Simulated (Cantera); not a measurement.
An isothermal, constant-pressure homogeneous reactor starts with CH4 : H2 : N2 = 0.034 : 1 : 0.00011 (molar parts), at 1625 K and 73.5 Torr.

Computed with Cantera and GRI-Mech 3.0 (53 species, 325 reactions). GRI-Mech 3.0 stops at C3 and has no aromatics, soot or wall deposition, so with more carbon than oxygen in the feed, carbon stays in small species such as C2H2 where larger ones or solid carbon would form.

Problem. Predict: x(CH4) at 9.00 s; x(H2) at 9.00 s; x(C2H) at 9.00 s; x(C2H6) at 9.00 s; x(H) at 9.00 s.

Solution. 
* **x(CH4) at 9.00 s**: 0.00511 (gas-phase equilibrium 0.00279)
* **x(H2) at 9.00 s**: 0.981 (gas-phase equilibrium 0.982)
* **x(C2H) at 9.00 s**: 1.16e-8 (gas-phase equilibrium 1.26e-8)
* **x(C2H6) at 9.00 s**: 9.25e-8 (gas-phase equilibrium 4.24e-8)
* **x(H) at 9.00 s**: 0.000222 (gas-phase equilibrium 0.000225)
